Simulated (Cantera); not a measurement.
# Carbon deposition, reforming and gasification: C3H6 + H2O

Input: 1 mol C3H6, 1.1 mol H2O, held at 0.133 bar.

Method: chemical equilibrium by Gibbs-energy minimisation in Cantera with the NASA 1993 tables (ideal gas, pure condensed phases). Candidate condensed phases: C, C6H6, C7H8, C8H18, H2O; 110 gas species. Rates play no part.

```csv
T (K),log p H2,log p CO,log p H,log p C2H2 (acetylene),n C(graphite)
1773,-0.98,-1.55,-4.04,-4.83,1.90
1923,-0.98,-1.55,-3.52,-4.33,1.90
2073,-0.98,-1.55,-3.07,-3.89,1.89
2223,-0.99,-1.55,-2.69,-3.52,1.88
2373,-1.00,-1.56,-2.35,-3.21,1.85
2523,-1.02,-1.56,-2.06,-2.94,1.81
2673,-1.05,-1.58,-1.81,-2.72,1.73
2823,-1.10,-1.59,-1.60,-2.54,1.63
```
log p: log10 of the partial pressure in bar; n: condensed amount in mol.

From 1773 K to 2823 K the condensed part is C(graphite). The main C-bearing gas is CO throughout. The share of C in condensed phases is highest at 1773 K (63.3 %) and lowest at 2823 K (54.3 %).
